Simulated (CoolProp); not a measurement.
Carbon dioxide along the isobar 11000 kPa: fugacity coefficient from the reference equation and from simpler models built on Tc = 304.1 K, pc = 7377 kPa, ω = 0.224; each cubic takes its own stable root.

The numbers come from the reference Helmholtz-energy equation of state, Span 1996 in CoolProp.

```csv
T (K),phase,reference
294.8,liquid,0.4211
299.9,liquid,0.4550
304.9,supercritical,0.4884
309.9,supercritical,0.5213
315,supercritical,0.5539
320,supercritical,0.5839
325,supercritical,0.6109
330.1,supercritical,0.6348
335.1,supercritical,0.6555
340.2,supercritical,0.6745
345.2,supercritical,0.6914
350.2,supercritical,0.7071
355.3,supercritical,0.7220
360.3,supercritical,0.7355
```

Task: How far does each simpler model (van der Waals, Redlich-Kwong) lie from the reference over these 14 states: mean and median of the absolute difference, and the worst?

Result: 
- van der Waals: mean 4.3 %, median 2.1 %, worst +16.0 % at 294.8 K and 11000 kPa
- Redlich-Kwong: mean 2.0 %, median 1.8 %, worst +5.2 % at 294.8 K and 11000 kPa
